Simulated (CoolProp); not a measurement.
Vapour-liquid equilibrium of carbon dioxide (1) + n-perfluorobutane (2) at 256.4 K; x and y are mole fractions of (1).

Computed with CoolProp (multi-fluid Helmholtz-energy mixture model, Span 1996 and Gao 2022; pair parameters Bell 2016).

**Question.** Give the bubble pressure and the first vapour's composition at x = 0.35, 0.45, 0.65. Is there an azeotrope?

**Answer.** x = 0.35: 1.036 MPa, y = 0.950; x = 0.45: 1.225 MPa, y = 0.959; x = 0.65: 1.503 MPa, y = 0.970. No azeotrope shows between x = 0.05 and 0.95.

Pair parameters are fitted to limited data, so mixtures are less certain than the pure fluids. The gap from Raoult's law changes sign with composition, which may be real or a fault of the pair parameters; it wasn't checked against measurements.
